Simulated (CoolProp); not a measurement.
A single-stage vapour-compression cycle with hydrogen sulfide: evaporating at 327.15 K (dew point), condensing at 355.15 K (bubble point), superheat 5 K, subcooling 0 K, compressor efficiency 0.7, no pressure losses. Each further row changes one setting.

Model: reference Helmholtz-energy equation of state, Lemmon 2006, in CoolProp. It is a short technical equation, of lower accuracy than the large ones.

```tsv
case	cooling COP	pressure ratio	discharge temperature (K)	refrigerating effect (kJ/kg)	volumetric capacity (kJ/m³)
as stated	…	1.71	391.0	271	17600
evaporating temperature 332.15 K	…	1.54	384.5	269	19600
condensing temperature 350.15 K	…	…	380.5	288	18700
subcooling 5 K	…	1.71	391.0	290	18800
superheat 15 K	5.55	1.71	…	288	…
compressor efficiency 0.6	…	1.71	395.6	271	17600
```

### Question
Fill in the missing entries.

### Answer

- as stated, cooling COP: 5.63
- evaporating temperature 332.15 K, cooling COP: 7.07
- condensing temperature 350.15 K, cooling COP: 7.27
- condensing temperature 350.15 K, pressure ratio: 1.56
- subcooling 5 K, cooling COP: 6.03
- superheat 15 K, discharge temperature (K): 403.6
- superheat 15 K, volumetric capacity (kJ/m³): 17400
- compressor efficiency 0.6, cooling COP: 4.83
